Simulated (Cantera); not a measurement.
## Equilibrium for abatement and gas-phase synthesis: CS2 + H2O + H2

A closed system holds: 1 mol CS2, 0.41 mol H2O, 7.7 mol H2, held at 53.0 Pa.

These are equilibrium values from Cantera (NASA tables, ideal gas, pure condensed phases), not measurements of a reactor. Candidate condensed phases: C, C6H6, C7H8, C8H18, H2O, H2SO4, S; 123 gas species. Kinetics and transport are ignored.

```
T (K)    x H      x H2     x S     x CS    x CO       x C      x S2      x SH
-----  -----  --------  ------  -------  ------  --------  --------  --------
2248   0.241     0.570  0.0751   0.0493  0.0352   1.37e-7    0.0164    0.0113
2348   0.362     0.456  0.0864   0.0461  0.0324   5.85e-7   0.00802   0.00833
2448   0.498     0.332  0.0890   0.0423  0.0295   2.39e-6   0.00341   0.00541
2548   0.626     0.217  0.0864   0.0386  0.0269   9.14e-6   0.00139   0.00321
2648   0.725     0.129  0.0826   0.0358  0.0249   3.25e-5  0.000582   0.00183
2748   0.790    0.0717  0.0797   0.0339  0.0236  0.000106  0.000263   0.00103
2848   0.827    0.0388  0.0781   0.0326  0.0229  0.000320  0.000129  0.000595
2948   0.846    0.0211  0.0777   0.0314  0.0225  0.000885   6.81e-5  0.000354
3048   0.856    0.0116  0.0784   0.0297  0.0222   0.00221   3.86e-5  0.000218
3148   0.859   0.00659  0.0806   0.0268  0.0220   0.00483   2.36e-5  0.000140
3248   0.858   0.00383  0.0844   0.0222  0.0219   0.00907   1.54e-5   9.44e-5
3348   0.855   0.00228  0.0893   0.0166  0.0217    0.0144   1.06e-5   6.55e-5
3448   0.852   0.00140  0.0942   0.0112  0.0216    0.0197   7.49e-6   4.64e-5
3548   0.849  0.000883  0.0980  0.00685  0.0215    0.0239   5.26e-6   3.31e-5
```
x: gas mole fraction; nothing condenses.

From 2248 K to 3548 K nothing is condensed. The main C-bearing gas is CS at 2248 K and C at 3548 K.
